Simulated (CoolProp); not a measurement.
Properties of the fluoroketone C6F12O (FK-5-1-12) at several states.

Computed with CoolProp (reference Helmholtz-energy equation of state, McLinden 2015).

```json
[
 {"T (K)": "355.1", "p (MPa)": "0.0266", "phase": "gas", "density (kg/m³)": "2.880", "fugacity coefficient": "0.9889"},
 {"T (K)": "214", "p (MPa)": "1.9", "phase": "liquid", "density (kg/m³)": "…", "fugacity coefficient": "0.0001118"},
 {"T (K)": "185.7", "p (MPa)": "0.0166", "phase": "liquid", "density (kg/m³)": "…", "fugacity coefficient": "…"},
 {"T (K)": "389.2", "p (MPa)": "0.0704", "phase": "gas", "density (kg/m³)": "7.025", "fugacity coefficient": "0.9791"}
]
```

Task: Fill in the missing entries.

Result: 
- 214, density (kg/m³): 1841
- 185.7, density (kg/m³): 1913
- 185.7, fugacity coefficient: 0.0003919
